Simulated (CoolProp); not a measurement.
The fluoroketone C6F12O (FK-5-1-12) along the isobar 0.431 MPa: density (kg/m³) from the reference equation and from simpler models built on Tc = 441.8 K, pc = 1.869 MPa, ω = 0.471; each cubic takes its own stable root.

Values from CoolProp's reference Helmholtz-energy equation of state, McLinden 2015.

```json
[
 {"T (K)": "179.2", "phase": "liquid", "reference": "1932", "Soave-Redlich-Kwong": "1701", "Peng-Robinson": "1905"},
 {"T (K)": "202.5", "phase": "liquid", "reference": "1869", "Soave-Redlich-Kwong": "1666", "Peng-Robinson": "1869"},
 {"T (K)": "225.8", "phase": "liquid", "reference": "1806", "Soave-Redlich-Kwong": "1627", "Peng-Robinson": "1828"},
 {"T (K)": "249.1", "phase": "liquid", "reference": "1744", "Soave-Redlich-Kwong": "1583", "Peng-Robinson": "1781"},
 {"T (K)": "272.4", "phase": "liquid", "reference": "1679", "Soave-Redlich-Kwong": "1532", "Peng-Robinson": "1727"},
 {"T (K)": "295.7", "phase": "liquid", "reference": "1611", "Soave-Redlich-Kwong": "1474", "Peng-Robinson": "1664"},
 {"T (K)": "319", "phase": "liquid", "reference": "1540", "Soave-Redlich-Kwong": "1406", "Peng-Robinson": "1590"},
 {"T (K)": "342.3", "phase": "liquid", "reference": "1461", "Soave-Redlich-Kwong": "1325", "Peng-Robinson": "1501"},
 {"T (K)": "365.6", "phase": "liquid", "reference": "1371", "Soave-Redlich-Kwong": "1225", "Peng-Robinson": "1390"},
 {"T (K)": "388.9", "phase": "gas", "reference": "49.30", "Soave-Redlich-Kwong": "48.91", "Peng-Robinson": "49.46"},
 {"T (K)": "412.2", "phase": "gas", "reference": "44.80", "Soave-Redlich-Kwong": "44.65", "Peng-Robinson": "45.11"},
 {"T (K)": "435.5", "phase": "gas", "reference": "41.33", "Soave-Redlich-Kwong": "41.25", "Peng-Robinson": "41.65"},
 {"T (K)": "458.8", "phase": "gas", "reference": "38.51", "Soave-Redlich-Kwong": "38.44", "Peng-Robinson": "38.78"}
]
```
